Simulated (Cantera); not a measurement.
An adiabatic, constant-pressure homogeneous reactor starts with H2 : O2 : N2 = 1 : 0.263 : 0.989 (molar parts), at 1175 K and 3.20 bar.

Computed with Cantera and GRI-Mech 3.0 (53 species, 325 reactions). The hydrogen kinetics of GRI-Mech 3.0 are dated; newer H2 mechanisms differ, most at raised pressure.

**Question.** Predict: time of steepest temperature rise; temperature at 2.00 s; equilibrium temperature; x(H2) at 2.00 s; x(O2) at 2.00 s; x(H2O2) at 2.00 s; x(H) at 2.00 s; x(NO) at 2.00 s.

**Answer.** 
- time of steepest temperature rise = 26.0 µs
- temperature at 2.00 s = 2713 K
- equilibrium temperature = 2713 K
- x(H2) at 2.00 s = 0.231 (gas-phase equilibrium 0.231)
- x(O2) at 2.00 s = 9.26e-5 (gas-phase equilibrium 9.26e-5)
- x(H2O2) at 2.00 s = 4.74e-8 (gas-phase equilibrium 4.74e-8)
- x(H) at 2.00 s = 0.0162 (gas-phase equilibrium 0.0162)
- x(NO) at 2.00 s = 0.000540 (gas-phase equilibrium 0.000540)
